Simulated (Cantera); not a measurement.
Equilibrium for abatement and gas-phase synthesis: HCl + H2

A closed system holds: 1 mol HCl, 2 mol H2, at 1823.15 K and 230 bar.

Equilibrium computed with Cantera from the NASA thermochemical tables; the gas is ideal and each condensed phase is pure. The ideal-gas law is rough above about 30 bar. Kinetics and transport are ignored.

```
Property        Value
----------  ---------
x(H2)           0.667
x(HCl)          0.333
x(H)          2.34e-5
x(Cl)         8.91e-6
gas amount  3.000 mol
```
